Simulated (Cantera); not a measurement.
What does this Cantera script print?

```python
import numpy as np
import cantera as ct

gas_names = [...]  # 113 gases of nasa_gas.yaml made of C, H, O, Pb
cond_names = """
    C(gr) C6H6(L) C7H8(L) C8H18(L),n-octa H2O(s) H2O(L) Pb(cr) Pb(L) PbO(rd) PbO(yw) PbO(L) PbO2(s)
    Pb3O4(s)
""".split()


# ... load() reads the species with a 1 bar reference pressure and builds the phases ...
atoms = {
    'Pb': {'Pb': 1},
    'CO': {'C': 1, 'O': 1},
    'H2': {'H': 2},
}
top_T = {'C(gr)': 4500, 'Pb3O4(s)': 820}  # K; cautious upper limits of use, not melting points


# ... equilibrate(T, P, feed) seeds the gas with the atoms and calls Mixture.equilibrate('TP', solver="vcs", rtol=1e-11, max_steps=5000) ...
results = []
feed = {'Pb': 1, 'CO': 2.6, 'H2': 52}  # mol
T = 1398.15  # K
for P in [10, 82, 670, 5500, 45000, 370000, 3000000]:
    mix = equilibrate(T, P, feed)
    results.append((T, P, feed, dict(zip(mix.species_names, mix.species_moles))))
    x = sorted(zip(gas.X, gas.species_names), reverse=True)
    print(f"T = {T:g} K  P = {P:g} Pa  gas = {mix.phase_moles(0):.4g} mol")
    print("   x: " + "  ".join(f"{s} {v:.3e}" for v, s in x if v > 1e-05))
    print("   condensed (mol): " + ("  ".join(f"{mix.phase(i).name} {mix.phase_moles(i):.4g}"
          for i in range(1, mix.n_phases) if mix.phase_moles(i) > 1e-12) or "none"))
```

Output:

```
T = 1398.15 K  P = 10 Pa  gas = 55.61 mol
   x: H2 9.348e-01  CO 4.675e-02  Pb 1.798e-02  H 4.584e-04
   condensed (mol): none
T = 1398.15 K  P = 82 Pa  gas = 55.6 mol
   x: H2 9.351e-01  CO 4.676e-02  Pb 1.798e-02  H 1.601e-04
   condensed (mol): none
T = 1398.15 K  P = 670 Pa  gas = 55.6 mol
   x: H2 9.352e-01  CO 4.676e-02  Pb 1.799e-02  H 5.602e-05
   condensed (mol): none
T = 1398.15 K  P = 5500 Pa  gas = 55.6 mol
   x: H2 9.352e-01  CO 4.672e-02  Pb 1.799e-02  CH4 4.407e-05  H2O 4.330e-05  H 1.955e-05
   condensed (mol): none
T = 1398.15 K  P = 45000 Pa  gas = 55.56 mol
   x: H2 9.348e-01  CO 4.643e-02  Pb 1.799e-02  CH4 3.600e-04  H2O 3.522e-04
   condensed (mol): none
T = 1398.15 K  P = 370000 Pa  gas = 54.4 mol
   x: H2 9.470e-01  CO 4.476e-02  CH4 2.962e-03  H2O 2.900e-03  Pb 2.307e-03  CO2 6.337e-05
   condensed (mol): Pb(L) 0.8744
T = 1398.15 K  P = 3e+06 Pa  gas = 52.6 mol
   x: H2 9.314e-01  CO 3.002e-02  CH4 1.912e-02  H2O 1.885e-02  Pb 2.846e-04  CO2 2.808e-04
   condensed (mol): Pb(L) 0.985
```

Method: chemical equilibrium by Gibbs-energy minimisation in Cantera with the NASA 1993 tables (ideal gas, pure condensed phases).
